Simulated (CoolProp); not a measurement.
1000 sccm (0 °C, 1 atm) of nitrogen bubbles through liquid n-perfluorohexane at 278.2 K and leaves saturated at a total pressure of 0.0536 MPa (ideal gas phase). Each further row changes one setting.

Values from CoolProp's reference Helmholtz-energy equation of state, Gao 2022.

```csv
case,vapour pressure (kPa),mole fraction of vapour,delivery (mg/min),delivery (sccm),change of delivery for a bath 1 K warmer (%)
as stated,11.3,0.211,4040,268,?
bath temperature 283.2 K,?,?,?,375,?
total pressure 0.107 MPa,11.3,?,?,118,6.0
```

**Question.** What belongs in the gaps?

**Answer.** 
- as stated, change of delivery for a bath 1 K warmer (%): 6.9
- bath temperature 283.2 K, vapour pressure (kPa): 14.6
- bath temperature 283.2 K, mole fraction of vapour: 0.273
- bath temperature 283.2 K, delivery (mg/min): 5660
- bath temperature 283.2 K, change of delivery for a bath 1 K warmer (%): 7.1
- total pressure 0.107 MPa, mole fraction of vapour: 0.106
- total pressure 0.107 MPa, delivery (mg/min): 1790
